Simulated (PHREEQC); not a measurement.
Dissolve 40 mmol/kgw HF, 0.21 mmol/kgw H2SiF6, 190 mmol/kgw HBF4 and 7.7 mmol/kgw H2SO4 at 20 °C. Closed to the air; pH follows from the charge balance.

The numbers come from PHREEQC with the ion-association model, phreeqc.dat.

| quantity | before | after |
|---|---|---|
| pH | 0.80 | 1.56 |
| ionic strength (mol/kgw) | 0.201 | 0.0350 |
| HSO4- (mol/kgw) | 0.00651 | 0.00457 |
| BF3OH- (mol/kgw) | 0.00144 | 0.000162 |
| SO4-2 (mol/kgw) | 0.00119 | 0.00313 |
| SI of Quartz (SiO2) | -5.14 | -6.13 |

Question: What was changed between the two runs?
A. HF replaced by NH4HF2 at the same molality
B. HBF4 from 0.19 to 0.171 mol/kgw
C. H2SO4 from 0.0077 to 0.0116 mol/kgw
D. temperature from 20 to 30 °C
E. HBF4 from 0.19 to 0.019 mol/kgw

Answer: E, HBF4 from 0.19 to 0.019 mol/kgw

Precipitation was switched off in this run. SiF6-2 is the database's only silicon fluoride. Real BF4- forms and hydrolyses slowly; the run takes it at equilibrium.
